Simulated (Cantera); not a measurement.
# SiC + C + H2 + Si (sublimation and decomposition of ceramics)

A closed system holds: 1 mol SiC, 0.043 mol C, 0.019 mol H2, 0.0095 mol Si, equilibrated at 1898.15 K.

Method: chemical equilibrium by Gibbs-energy minimisation in Cantera with the NASA 1993 tables (ideal gas, pure condensed phases). Candidate condensed phases: C, C6H6, C7H8, C8H18, Si, SiC; 87 gas species. Kinetics and transport are ignored.

```json
[
 {"P (Pa)": "1", "log p H2": "-5.13", "log p H": "-5.67", "log p Si": "-6.34", "log p CH4": "-13.51", "log p SiC2": "-7.94", "n C(graphite)": "0.0345", "n SiC(s)": "1.01"},
 {"P (Pa)": "7.20", "log p H2": "-4.19", "log p H": "-5.20", "log p Si": "-6.34", "log p CH4": "-11.62", "log p SiC2": "-7.94", "n C(graphite)": "0.0336", "n SiC(s)": "1.01"},
 {"P (Pa)": "52", "log p H2": "-3.30", "log p H": "-4.76", "log p Si": "-6.34", "log p CH4": "-9.85", "log p SiC2": "-7.94", "n C(graphite)": "0.0335", "n SiC(s)": "1.01"},
 {"P (Pa)": "370", "log p H2": "-2.44", "log p H": "-4.33", "log p Si": "-6.34", "log p CH4": "-8.12", "log p SiC2": "-7.94", "n C(graphite)": "0.0335", "n SiC(s)": "1.01"},
 {"P (Pa)": "2700", "log p H2": "-1.57", "log p H": "-3.89", "log p Si": "-6.34", "log p CH4": "-6.39", "log p SiC2": "-7.94", "n C(graphite)": "0.0335", "n SiC(s)": "1.01"},
 {"P (Pa)": "19000", "log p H2": "-0.72", "log p H": "-3.47", "log p Si": "-6.34", "log p CH4": "-4.69", "log p SiC2": "-7.94", "n C(graphite)": "0.0335", "n SiC(s)": "1.01"},
 {"P (Pa)": "140000", "log p H2": "0.15", "log p H": "-3.03", "log p Si": "-6.34", "log p CH4": "-2.96", "log p SiC2": "-7.94", "n C(graphite)": "0.0335", "n SiC(s)": "1.01"},
 {"P (Pa)": "1000000", "log p H2": "1.00", "log p H": "-2.61", "log p Si": "-6.34", "log p CH4": "-1.25", "log p SiC2": "-7.94", "n C(graphite)": "0.0334", "n SiC(s)": "1.01"}
]
```
log p: log10 of the partial pressure in bar; n: condensed amount in mol.

From 0.00750 Torr to 7500 Torr the condensed part is C(graphite) + SiC(s). The main Si-bearing gas is Si at 0.00750 Torr and SiH2 at 7500 Torr.
